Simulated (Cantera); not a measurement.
What does this Cantera script print?

```python
import numpy as np
import cantera as ct

gas_names = """
    B BH BH2 BH3 BN BO BO2 B2 B2O B2O2 B2O3 B3O3H3 H HBO HBO2 HNO HNO2 HNO3 HO2 H2 H2O H2O2 H3B3O6 N NH
    NH2 NH3 NH2OH NO NO2 NO3 N2 N2H2 N2H4 N2O O OH O2 O3
""".split()
cond_names = """
    B(b) B(L) BN(s) B2O3(L) B3O3H3(cr) H2O(s) H2O(L)
""".split()


# ... load() reads the species with a 1 bar reference pressure and builds the phases ...
atoms = {
    'borazine': {'B': 3, 'N': 3, 'H': 6},
    'H2O': {'H': 2, 'O': 1},
    'N2': {'N': 2},
}
top_T = {'BN(s)': 3200}  # K; cautious upper limits of use, not melting points


# ... equilibrate(T, P, feed) seeds the gas with the atoms and calls Mixture.equilibrate('TP', solver="vcs", rtol=1e-11, max_steps=5000) ...
results = []
feed = {'borazine': 1, 'H2O': 1.5, 'N2': 19}  # mol
P = 100000  # Pa
for T in [1350, 1450, 1550, 1650, 1750, 1850, 1950, 2050, 2150, 2250, 2350]:
    mix = equilibrate(T, P, feed)
    results.append((T, P, feed, dict(zip(mix.species_names, mix.species_moles))))

top = {s: max(r[3][s] / sum(r[3][g] for g in gas_names) for r in results) for s in gas_names}
cols = sorted((s for s in top if top[s] > 0.0001), key=lambda s: -top[s])[:9]
seen = [c for c in cond_names if any(r[3].get(c, 0) > 1e-12 for r in results)]
print("log10 of partial pressures in bar; condensed amounts in mol")
print(f"{'T/K':>10s}" + "".join(f"{s[:9]:>10s}" for s in cols + seen))
for T, P, feed, n in results:
    ng = sum(n[g] for g in gas_names)
    print(f"{T:10.4g}" + "".join(f"{np.log10(max(n[s] / ng * P / 1e5, 1e-99)):10.3f}" for s in cols)
          + "".join(f"{n.get(c, 0):10.4g}" for c in seen))
```

Output:

```
log10 of partial pressures in bar; condensed amounts in mol
       T/K        N2        H2       HBO      B2O3      HBO2        BO      B2O2         H       H2O     BN(s)   B2O3(L)
      1350    -0.090    -0.730    -5.284    -6.153    -3.681    -9.023    -8.769    -5.988    -2.840     2.025     0.485
      1450    -0.090    -0.731    -4.518    -5.124    -3.245    -7.728    -7.372    -5.390    -2.860     2.026    0.4794
      1550    -0.091    -0.732    -3.854    -4.235    -2.870    -6.604    -6.161    -4.868    -2.880     2.031    0.4653
      1650    -0.091    -0.734    -3.274    -3.459    -2.545    -5.621    -5.101    -4.409    -2.901     2.039    0.4315
      1750    -0.093    -0.740    -2.764    -2.776    -2.262    -4.752    -4.167    -4.004    -2.925     2.048    0.3471
      1850    -0.097    -0.753    -2.315    -2.172    -2.017    -3.980    -3.337    -3.645    -2.955     2.048    0.1237
      1950    -0.099    -0.761    -2.036    -2.003    -2.044    -3.413    -2.842    -3.321    -3.102     1.985         0
      2050    -0.100    -0.766    -1.850    -2.051    -2.201    -2.970    -2.530    -3.027    -3.299     1.887         0
      2150    -0.102    -0.773    -1.709    -2.173    -2.397    -2.595    -2.301    -2.761    -3.506     1.773         0
      2250    -0.103    -0.781    -1.617    -2.388    -2.645    -2.288    -2.161    -2.520    -3.730     1.663         0
      2350    -0.105    -0.789    -1.571    -2.699    -2.949    -2.047    -2.110    -2.298    -3.974     1.579         0
```

Equilibrium computed with Cantera from the NASA thermochemical tables; the gas is ideal and each condensed phase is pure. The feed counts by its element totals alone. Mutual solubility and eutectic melting of coexisting phases are not modelled. The tables' values for BH2 are old estimates; treat these amounts as uncertain. Gases not in the tables: H3BO3.
